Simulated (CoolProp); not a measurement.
c-C4F8 (RC318) at several states: density (kg/m³) from the reference equation and from simpler models built on Tc = 388.4 K, pc = 2.778 MPa, ω = 0.355; each cubic takes its own stable root.

Computed with CoolProp (reference Helmholtz-energy equation of state, Platzer 1990). This equation is an older, rougher fit; its heat capacities, sound speeds and derivatives of the liquid may be far off and weren't checked against measurements.

```json
[
 {"T (K)": "461.2", "p (MPa)": "8.06", "phase": "supercritical", "reference": "723.2", "ideal gas": "420.4", "van der Waals": "706.1", "Redlich-Kwong": "749.0", "Soave-Redlich-Kwong": "655.6", "Peng-Robinson": "703.2"},
 {"T (K)": "404.2", "p (MPa)": "0.419", "phase": "gas", "reference": "26.10", "ideal gas": "24.94", "van der Waals": "26.03", "Redlich-Kwong": "26.17", "Soave-Redlich-Kwong": "26.13", "Peng-Robinson": "26.29"},
 {"T (K)": "445.9", "p (MPa)": "0.192", "phase": "gas", "reference": "10.51", "ideal gas": "10.36", "van der Waals": "10.51", "Redlich-Kwong": "10.53", "Soave-Redlich-Kwong": "10.51", "Peng-Robinson": "10.53"},
 {"T (K)": "405", "p (MPa)": "0.0409", "phase": "gas", "reference": "2.440", "ideal gas": "2.430", "van der Waals": "2.439", "Redlich-Kwong": "2.440", "Soave-Redlich-Kwong": "2.440", "Peng-Robinson": "2.441"},
 {"T (K)": "424", "p (MPa)": "1.6", "phase": "gas", "reference": "107.3", "ideal gas": "90.79", "van der Waals": "107.7", "Redlich-Kwong": "109.0", "Soave-Redlich-Kwong": "107.3", "Peng-Robinson": "109.7"}
]
```
